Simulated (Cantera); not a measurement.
Ignition delay

Mixture: 9.47 % CH4, 1.61 % C2H6, 18.9 % O2, 70.0 % N2, equivalence ratio 1.3, at 3200000 Pa, adiabatic and at constant pressure. Ignition delay is the time to a rise of 400 K.

Detailed kinetics in Cantera: GRI-Mech 3.0 (53 species, 325 reactions). The pressure lies above the range GRI-Mech 3.0 was tuned for (to about 10 atm).

| T0 (K) | delay (ms) |
|---|---|
| 1000 | 9.18 |
| 1075 | 2.21 |
| 1150 | 0.669 |
| 1225 | 0.243 |
| 1300 | 0.103 |
| 1375 | 0.0489 |
| 1450 | 0.0255 |
| 1525 | 0.0142 |

| Item | Result |
|---|---|
| apparent activation energy between 1375 and 1525 K | 140 kJ/mol |
